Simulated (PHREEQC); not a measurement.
Model water analysis in mg/kgw, 25 °C, pH 7.43: Na 8420; K 109; Ca 1880; Mg 564; Cl 15100; S(6) as SO4 3460; Alkalinity as HCO3 0.139; Br 1210.

Valence states are taken as typed.

All values are PHREEQC results (Pitzer model, pitzer.dat), not measurements.

```json
{
 "ionic_strength": "0.617 mol/kgw",
 "activity_of_water": "0.985",
 "specific_conductance": "42500 µS/cm",
 "density": "1.020 g/cm³",
 "osmotic_coefficient": "0.889",
 "charge_balance_error": "-0.4 %"
}
```

```json
[
 {"species": "Cl-", "molality": "0.426", "activity": "0.270", "log γ": "-0.197"},
 {"species": "Na+", "molality": "0.366", "activity": "0.259", "log γ": "-0.150"},
 {"species": "Ca+2", "molality": "0.0469", "activity": "0.0104", "log γ": "-0.654"},
 {"species": "SO4-2", "molality": "0.0360", "activity": "0.00330", "log γ": "-1.038"},
 {"species": "Mg+2", "molality": "0.0232", "activity": "0.00572", "log γ": "-0.608"},
 {"species": "Br-", "molality": "0.0151", "activity": "0.00990", "log γ": "-0.185"},
 {"species": "K+", "molality": "0.00279", "activity": "0.00184", "log γ": "-0.181"},
 {"species": "HCO3-", "molality": "1.52e-6", "activity": "1.02e-6", "log γ": "-0.174"},
 {"species": "OH-", "molality": "5.23e-7", "activity": "2.69e-7", "log γ": "-0.290"},
 {"species": "MgOH+", "molality": "2.60e-7", "activity": "2.36e-7", "log γ": "-0.042"},
 {"species": "CO2", "molality": "7.71e-8", "activity": "8.43e-8", "log γ": "0.039"},
 {"species": "H+", "molality": "4.76e-8", "activity": "3.71e-8", "log γ": "-0.107"},
 {"species": "HSO4-", "molality": "1.77e-8", "activity": "1.17e-8", "log γ": "-0.182"}
]
```

This is a speciation only: nothing precipitates in the calculation. Examples of supersaturated solids here: Gypsum. Others may be too.
